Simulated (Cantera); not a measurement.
# Equilibrium for carbothermic reduction: MgO + C + H2 + CH4 + H2O

Input: 1 mol MgO, 7.7 mol C, 4.2 mol H2, 0.9 mol CH4, 0.016 mol H2O, at 0.100 bar.

Cantera equilibrium calculation (NASA polynomials, part measured and part estimated; ideal gas, pure solids and liquids). Candidate condensed phases: C, C6H6, C7H8, C8H18, H2O, Mg, MgCO3, MgO, Mg(OH)2; 116 gas species. The tables' values for MgH are old estimates; treat these amounts as uncertain. Kinetics and transport are ignored.

From 875 K to 1525 K the condensed part is C(graphite) + MgO(s).

```
T (K)   x H2     x CH4     x CO      x Mg     x H2O       x H     x MgH  n C(graphite)  n MgO(s)
-----  -----  --------  -------  --------  --------  --------  --------  -------------  --------
875    0.957    0.0400  0.00198    <1e-12  0.000772  1.55e-10    <1e-12           8.36      1.00
925    0.976    0.0216  0.00236    <1e-12  0.000343  8.13e-10    <1e-12           8.46      1.00
975    0.985    0.0122  0.00253    <1e-12  0.000150   3.59e-9    <1e-12           8.51      1.00
1025   0.990   0.00721  0.00260  1.86e-12   6.84e-5   1.37e-8    <1e-12           8.54      1.00
1075   0.993   0.00445  0.00263  5.69e-11   3.30e-5   4.62e-8    <1e-12           8.56      1.00
1125   0.994   0.00285  0.00264   1.28e-9   1.69e-5   1.40e-7  2.44e-12           8.57      1.00
1175   0.995   0.00190  0.00265   2.21e-8   9.14e-6   3.87e-7  4.61e-11           8.57      1.00
1225   0.996   0.00130  0.00265   3.01e-7   5.19e-6   9.84e-7  6.84e-10           8.58     1.000
1275   0.996  0.000920  0.00266   3.33e-6   3.08e-6   2.33e-6   8.17e-9           8.58     1.000
1325   0.997  0.000667  0.00268   3.03e-5   1.92e-6   5.16e-6   7.99e-8           8.58     1.000
1375   0.996  0.000494  0.00287  0.000221   1.32e-6   1.08e-5   6.22e-7           8.58     0.999
1425   0.995  0.000373  0.00378   0.00113   1.14e-6   2.15e-5   3.38e-6           8.57     0.993
1475   0.989  0.000284  0.00651   0.00387   1.33e-6   4.08e-5   1.22e-5           8.56     0.976
1525   0.977  0.000218   0.0129    0.0102   1.81e-6   7.39e-5   3.40e-5           8.52     0.937
```
x: gas mole fraction; n: condensed amount in mol.
